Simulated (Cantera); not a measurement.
An adiabatic, constant-pressure homogeneous reactor starts with 14.2 % CH4, 16.8 % O2, 63.0 % N2, 5.98 % CO2, at 1600 K and 101000 Pa.

Cantera simulation using GRI-Mech 3.0 (53 species, 325 reactions); the numbers are that mechanism's predictions, not measurements.

Problem. Predict: time of steepest temperature rise; temperature at 1.00 s; equilibrium temperature; x(O2) at 1.00 s; x(CO2) at 1.00 s; x(N2O) at 1.00 s; x(H2) at 1.00 s.

Solution. 
```
Quantity                                                              Result
---------------------------------  -----------------------------------------
time of steepest temperature rise                                   0.610 ms
temperature at 1.00 s                                                 2624 K
equilibrium temperature                                               2624 K
x(O2) at 1.00 s                    0.000573 (gas-phase equilibrium 0.000573)
x(CO2) at 1.00 s                       0.0463 (gas-phase equilibrium 0.0463)
x(N2O) at 1.00 s                     5.87e-8 (gas-phase equilibrium 5.87e-8)
x(H2) at 1.00 s                        0.0744 (gas-phase equilibrium 0.0744)
```
